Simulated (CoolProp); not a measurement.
Properties of normal hydrogen along the isobar 200 kPa (Tc = 33.1 K, pc = 1296 kPa, ω = -0.219).

Values from CoolProp's reference Helmholtz-energy equation of state, Leachman 2009.

```json
[
 {"T (K)": "23", "phase": "gas", "density (kg/m³)": "2.468", "speed of sound (m/s)": "?", "expansivity (1/kK)": "66.14", "fugacity coefficient": "?"},
 {"T (K)": "68.4", "phase": "gas", "density (kg/m³)": "0.7128", "speed of sound (m/s)": "682.4", "expansivity (1/kK)": "14.94", "fugacity coefficient": "0.9946"},
 {"T (K)": "113.8", "phase": "gas", "density (kg/m³)": "0.4260", "speed of sound (m/s)": "?", "expansivity (1/kK)": "8.829", "fugacity coefficient": "1.000"},
 {"T (K)": "159.2", "phase": "gas", "density (kg/m³)": "0.3042", "speed of sound (m/s)": "986.1", "expansivity (1/kK)": "6.288", "fugacity coefficient": "1.001"},
 {"T (K)": "204.6", "phase": "gas", "density (kg/m³)": "0.2367", "speed of sound (m/s)": "1103", "expansivity (1/kK)": "4.887", "fugacity coefficient": "1.001"},
 {"T (K)": "250", "phase": "gas", "density (kg/m³)": "0.1937", "speed of sound (m/s)": "1210", "expansivity (1/kK)": "3.998", "fugacity coefficient": "1.001"},
 {"T (K)": "295.5", "phase": "gas", "density (kg/m³)": "0.1639", "speed of sound (m/s)": "1311", "expansivity (1/kK)": "3.382", "fugacity coefficient": "1.001"},
 {"T (K)": "340.9", "phase": "gas", "density (kg/m³)": "0.1421", "speed of sound (m/s)": "1405", "expansivity (1/kK)": "2.931", "fugacity coefficient": "1.001"}
]
```

Question: Some entries are withheld; supply them.

Answer: 
- 23, speed of sound (m/s): 369.7
- 23, fugacity coefficient: 0.8741
- 113.8, speed of sound (m/s): 855.1
